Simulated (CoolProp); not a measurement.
Vapour-liquid equilibrium of CHF3 (R23) (1) + propylene (2) at 0.792 bar; x and y are mole fractions of (1).

Model: multi-fluid Helmholtz-energy mixture model, Penoncello 2003 and Lemmon 2013; pair parameters Bell 2016, in CoolProp.

### Question
Give the bubble temperature and the first vapour's composition at x = 0.725, 0.8, 0.875. Is there an azeotrope?

### Answer
x = 0.725: 187.8 K, y = 0.893; x = 0.8: 187.6 K, y = 0.904; x = 0.875: 187.3 K, y = 0.923. No azeotrope shows between x = 0.05 and 0.95.

The pair parameters rest on a limited set of measurements; away from them the model extrapolates. With so large a gap from Raoult's law the liquid may split in two, which this calculation doesn't test in full.
